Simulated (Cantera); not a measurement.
An adiabatic, constant-volume homogeneous reactor starts with 12.0 % CH4, 18.5 % O2, 69.5 % N2, equivalence ratio 1.3, at 1450 K and 2.40 bar.

Model: GRI-Mech 3.0 (53 species, 325 reactions), integrated in Cantera. Above 3000 K some thermodynamic fits are extrapolated.

Question: Predict: time of steepest temperature rise; temperature at 3.00 s; equilibrium temperature; x(O2) at 3.00 s; x(H2O) at 3.00 s; x(O) at 3.00 s; x(H) at 3.00 s.

Answer: 
```json
{
  "time_of_steepest_temperature_rise": "1.07 ms",
  "temperature at 3.00 s": "3000 K",
  "equilibrium_temperature": "3000 K",
  "x(O2) at 3.00 s": "0.00451 (gas-phase equilibrium 0.00451)",
  "x(H2O) at 3.00 s": "0.160 (gas-phase equilibrium 0.160)",
  "x(O) at 3.00 s": "0.00330 (gas-phase equilibrium 0.00330)",
  "x(H) at 3.00 s": "0.0147 (gas-phase equilibrium 0.0147)"
}
```
